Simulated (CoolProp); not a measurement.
Vapour-liquid equilibrium of benzene (1) + n-octane (2) at 1.28 MPa; x and y are mole fractions of (1).

Values from CoolProp's multi-fluid Helmholtz-energy mixture model, Thol 2012 and Beckmüller 2019; pair parameters Bell 2016.

### Question
Give the bubble temperature and the first vapour's composition at x = 0.25, 0.35, 0.55. Is there an azeotrope?

### Answer
x = 0.25: 503.8 K, y = 0.387; x = 0.35: 496.9 K, y = 0.510; x = 0.55: 485.1 K, y = 0.705. No azeotrope shows between x = 0.05 and 0.95.

Pair parameters are fitted to limited data, so mixtures are less certain than the pure fluids. The gap from Raoult's law changes sign with composition, which may be real or a fault of the pair parameters; it wasn't checked against measurements.
